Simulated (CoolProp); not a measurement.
A single-stage vapour-compression cycle with the fluid: evaporating at 238.15 K (dew point), condensing at 279.15 K (bubble point), superheat 10 K, subcooling 0 K, compressor efficiency 0.65, no pressure losses. The same conditions are run with several fluids, on thermodynamics alone (safety and materials aside).

Values from CoolProp's reference Helmholtz-energy equation of state of each fluid (carbonyl sulfide: Lemmon 2006; CH2F2 (R32): Tillner-Roth 1997; hydrogen chloride: Thol 2018; chloromethane (R40): Thol 2014; ammonia: Gao 2020; R143a: Lemmon and Jacobsen 2000).

| fluid | cooling COP | pressure ratio | discharge temperature (K) | refrigerating effect (kJ/kg) | volumetric capacity (kJ/m³) |
|---|---|---|---|---|---|
| carbonyl sulfide | 3.16 | 3.98 | 367.9 | 254 | 1500 |
| CH2F2 (R32) | 3.06 | 4.43 | 369.0 | 303 | 1790 |
| hydrogen chloride | 2.84 | 3.31 | 387.9 | 312 | 5640 |
| chloromethane (R40) | 3.16 | 5.22 | 393.6 | 382 | 584 |
| ammonia | 3.08 | 5.74 | 429.6 | 1210 | 950 |
| R143a | 3.08 | 4.25 | 316.1 | 168 | 1270 |
